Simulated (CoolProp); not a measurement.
The numbers come from the reference Helmholtz-energy equation of state, McLinden 2020 in CoolProp.

Problem. Give the vapour pressure (bar), liquid density (kg/m³), vapour density (kg/m³), enthalpy of vaporisation (kJ/kg) of saturated R1336mzz(Z) at 326.4, 346.8 K.

Solution. 
```
T (K)  p (bar)  liquid density (kg/m³)  vapour density (kg/m³)  enthalpy of vaporisation (kJ/kg)
-----  -------  ----------------------  ----------------------  --------------------------------
326.4     1.99                    1290                    13.1                               155
346.8     3.62                    1230                    23.6                               144
```
